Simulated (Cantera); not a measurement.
A perfectly stirred reactor is fed with 5.93 % CH4, 19.2 % O2, 71.8 % N2, 3.14 % H2O, equivalence ratio 0.62, at 1000000 Pa; it is adiabatic with a 700 K inlet, and is followed from long to short residence time, starting on the burning branch (τ in s: 0.49, 0.2, 0.086, 0.036, 0.015, 0.0064, 0.0027, 0.0011, 0.00047, 0.0002, 8.3e-05, 3.5e-05).

Cantera simulation using GRI-Mech 3.0 (53 species, 325 reactions); the numbers are that mechanism's predictions, not measurements.

Predict: blow-out, bracketed by the residence times tried; x(CH4) at τ = 0.490 s; x(O2) at τ = 0.490 s; x(H2O) at τ = 0.490 s; x(O) at τ = 0.490 s; x(CH4) at τ = 2.70 ms; x(O2) at τ = 2.70 ms; x(H2O) at τ = 2.70 ms; x(O) at τ = 2.70 ms.


| Item | Value |
|---|---|
| blow-out, bracketed by the residence times tried | burning at 83.0 µs, out at 35.0 µs |
| x(CH4) at τ = 0.490 s | 2.96e-7 |
| x(O2) at τ = 0.490 s | 0.0723 |
| x(H2O) at τ = 0.490 s | 0.149 |
| x(O) at τ = 0.490 s | 4.62e-5 |
| x(CH4) at τ = 2.70 ms | 3.44e-5 |
| x(O2) at τ = 2.70 ms | 0.0730 |
| x(H2O) at τ = 2.70 ms | 0.149 |
| x(O) at τ = 2.70 ms | 9.96e-5 |
